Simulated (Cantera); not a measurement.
**Ammonia decomposition in nitride growth gas**

An isothermal, constant-pressure homogeneous reactor starts with 47.6 % NH3, 52.4 % H2, at 1925 K and 300 Torr.

Cantera simulation using the gas-phase N/H chemistry of the illustrative SiF4/NH3 mechanism in the Surface Chemkin manual (1991); the numbers are that mechanism's predictions, not measurements. Walls and surfaces, which speed up NH3 decomposition in real reactors, are not modelled.

```csv
t (s),x NH3,x H2,x N2H2,x N2,x NH2,x H,x N
2.00e-6,0.476,0.524,4.03e-12,<1e-12,2.43e-6,1.05e-6,<1e-12
8.69e-6,0.476,0.524,2.23e-10,4.75e-12,1.08e-5,4.30e-6,2.05e-12
3.77e-5,0.476,0.524,7.02e-9,4.71e-9,4.70e-5,1.84e-5,2.53e-10
0.000164,0.476,0.524,1.85e-7,2.72e-6,0.000199,7.74e-5,2.02e-8
0.000711,0.475,0.524,1.75e-6,0.000260,0.000504,0.000197,3.08e-7
0.00309,0.469,0.528,1.89e-6,0.00229,0.000519,0.000207,3.45e-7
0.0134,0.444,0.545,1.75e-6,0.0107,0.000500,0.000218,3.48e-7
0.0583,0.354,0.604,1.29e-6,0.0412,0.000431,0.000261,3.62e-7
0.253,0.153,0.737,4.50e-7,0.109,0.000247,0.000420,3.84e-7
1.10,0.0119,0.830,1.86e-8,0.157,4.08e-5,0.00100,3.00e-7
4.77,0.000566,0.837,9.58e-11,0.161,2.65e-6,0.00139,3.69e-8
20.7,9.92e-5,0.837,3.07e-12,0.161,4.67e-7,0.00139,6.56e-9
90.0,2.17e-5,0.837,<1e-12,0.161,1.02e-7,0.00139,1.44e-9
```
x: mole fraction; the columns are a selection and need not sum to one.

Equilibrium at this temperature and pressure: NH3 2.80e-6, H2 0.837, N2H2 <1e-12, N2 0.161, NH2 1.32e-8, H 0.00139, N 1.85e-10 (gas phase only).
